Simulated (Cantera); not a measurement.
Thermodynamics of silicon carbide growth, feed CH3SiH3 + C2H2 + H2

Feed: 1 mol CH3SiH3, 0.012 mol C2H2, a varied amount of H2, equilibrated at 2250 K and 133 Pa.

Equilibrium computed with Cantera from the NASA thermochemical tables; the gas is ideal and each condensed phase is pure. Candidate condensed phases: C, C6H6, C7H8, C8H18, Si, SiC; 87 gas species. The feed counts by its element totals alone. Gases not in the tables: Si2H6 and higher silanes. Equilibrium is a limit: real reactors are often held back by kinetics, nucleation or transport.

```csv
n(H2) (mol),log p H2,log p H,log p Si,log p SiC2,log p Si2C,log p C2H2 (acetylene),n C(graphite),n SiC(s)
1.1,-3.00,-3.63,-4.13,-5.07,-5.29,-5.47,0.260,0.658
1.7,-3.00,-3.63,-4.13,-5.07,-5.29,-5.47,0.295,0.608
2.6,-3.00,-3.63,-4.13,-5.07,-5.29,-5.47,0.347,0.533
4,-3.00,-3.63,-4.13,-5.07,-5.29,-5.47,0.427,0.416
6.1,-3.00,-3.63,-4.13,-5.07,-5.29,-5.47,0.548,0.241
9.4,-3.00,-3.63,-4.14,-5.08,-5.32,-5.47,0.713,0
15,-2.99,-3.62,-4.28,-5.22,-5.59,-5.46,0.687,0
23,-2.98,-3.62,-4.43,-5.36,-5.88,-5.46,0.644,0
```
log p: log10 of the partial pressure in bar; n: condensed amount in mol.

From 1.1 mol H2 to 6.1 mol H2 the condensed part is C(graphite) + SiC(s). From 9.4 mol H2 to 23 mol H2 the condensed part is C(graphite). The main Si-bearing gas is Si throughout.
